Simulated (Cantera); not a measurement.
## N2O furnace oxynitridation

A perfectly stirred reactor is fed with N2O : H2O = 1 : 0.042 (molar parts), at 0.0132 atm; it is held at 1400 K, and followed from long to short residence time.

Detailed kinetics in Cantera: GRI-Mech 3.0 (53 species, 325 reactions). GRI-Mech 3.0 was tuned for natural gas; its chemistry of N2O as a main component is partial and can be far from experiment. Radical loss at walls, strong at low pressure, is not modelled. The temperature is held fixed by assumption; the heat of reaction is taken as removed at once.

```
τ (s)   x N2O   x H2O    x HO2      x NO      x O2      x H   x H2O2
------  -----  ------  -------  --------  --------  -------  -------
2.0     0.554  0.0347  1.28e-6    0.0446     0.114  1.00e-7  3.64e-9
1.0     0.701  0.0367  2.36e-6    0.0285    0.0726  8.90e-8  7.26e-9
0.53    0.802  0.0381  3.89e-6    0.0174    0.0441  8.30e-8  1.39e-8
0.28    0.869  0.0390  5.92e-6   0.00998    0.0252  7.96e-8  2.59e-8
0.14    0.912  0.0396  8.53e-6   0.00525    0.0132  7.69e-8  4.68e-8
0.074   0.934  0.0399  1.10e-5   0.00286   0.00710  7.39e-8  7.24e-8
0.039   0.946  0.0401  1.31e-5   0.00155   0.00375  6.90e-8  9.99e-8
0.020   0.953  0.0402  1.43e-5  0.000813   0.00191  6.10e-8  1.19e-7
0.010   0.956  0.0402  1.35e-5  0.000414  0.000931  4.93e-8  1.11e-7
0.0054  0.958  0.0403  1.05e-5  0.000224  0.000485  3.64e-8  7.19e-8
```
x: mole fraction; the columns are a selection and need not sum to one.
